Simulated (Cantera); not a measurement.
Mixture: 2.91 % CH4, 0.727 % C2H6, 0.698 % C3H8, 20.1 % O2, 75.6 % N2, at 27.0 bar, adiabatic and at constant volume. Ignition delay is the time to a rise of 400 K.

Cantera simulation using GRI-Mech 3.0 (53 species, 325 reactions); the numbers are that mechanism's predictions, not measurements. GRI-Mech 3.0 was tuned for natural gas; its chemistry of propane as a main component is partial and can be far from experiment. The pressure lies above the range GRI-Mech 3.0 was tuned for (to about 10 atm).

Question: Predict: delay at 1025 K; delay at 1225 K; delay at 1425 K; delay at 1625 K; delay at 1825 K; apparent activation energy between 1725 and 1925 K.

Answer: 
```
Property                                                Result
--------------------------------------------------  ----------
delay at 1025 K                                        5.58 ms
delay at 1225 K                                       0.250 ms
delay at 1425 K                                        24.0 µs
delay at 1625 K                                        4.31 µs
delay at 1825 K                                        1.26 µs
apparent activation energy between 1725 and 1925 K  140 kJ/mol
```
